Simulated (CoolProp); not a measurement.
Saturated liquid density (kg/m³) of isohexane: the reference equation beside estimates from Tc = 497.7 K, pc = 3043 kPa, ω = 0.280.

Values from CoolProp's reference Helmholtz-energy equation of state, Lemmon 2006. It is a short technical equation, of lower accuracy than the large ones.

```
T (K)  reference  van der Waals  Redlich-Kwong  Soave-Redlich-Kwong  Peng-Robinson
-----  ---------  -------------  -------------  -------------------  -------------
260.2      682.5          410.0          607.9                623.8          702.1
278.8      666.0          400.9          592.5                610.3          687.8
297.4      649.2          391.2          576.1                595.7          672.1
316.1      631.8          381.0          558.3                579.6          654.8
334.7      613.8          370.1          539.3                562.0          635.7
353.4      594.8          358.5          518.6                542.5          614.4
372        574.7          346.0          496.4                521.1          590.8
390.6      553.2          332.4          472.0                497.1          564.1
409.3      529.5          317.5          445.0                469.9          533.4
427.9      503.1          300.8          415.0                438.9          498.1
446.6      472.2          281.5          380.5                402.4          455.9
465.2      433.9          258.4          339.4                357.8          403.9
```

Absolute difference from the reference over all 12 rows, mean and median: van der Waals 39.9 and 39.9 %, Redlich-Kwong 14.4 and 13.2 %, Soave-Redlich-Kwong 10.5 and 9.1 %, Peng-Robinson 3.1 and 3.3 %.
